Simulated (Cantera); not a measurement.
Mixture: CH4 : C2H6 : C3H8 : O2 : N2 = 1 : 0.26 : 0.26 : 4.95 : 18.6 (molar parts), equivalence ratio 0.85, at 9.87 atm, adiabatic and at constant pressure. Ignition delay is the time to a rise of 400 K.

Detailed kinetics in Cantera: GRI-Mech 3.0 (53 species, 325 reactions). GRI-Mech 3.0 was tuned for natural gas; its chemistry of propane as a main component is partial and can be far from experiment.

Question: Predict: delay at 1200 K; delay at 1400 K; delay at 1600 K; delay at 1800 K; delay at 2000 K; apparent activation energy between 1900 and 2100 K.

Answer: 
- delay at 1200 K: 0.604 ms
- delay at 1400 K: 57.3 µs
- delay at 1600 K: 10.2 µs
- delay at 1800 K: 3.05 µs
- delay at 2000 K: 1.32 µs
- apparent activation energy between 1900 and 2100 K: 120 kJ/mol
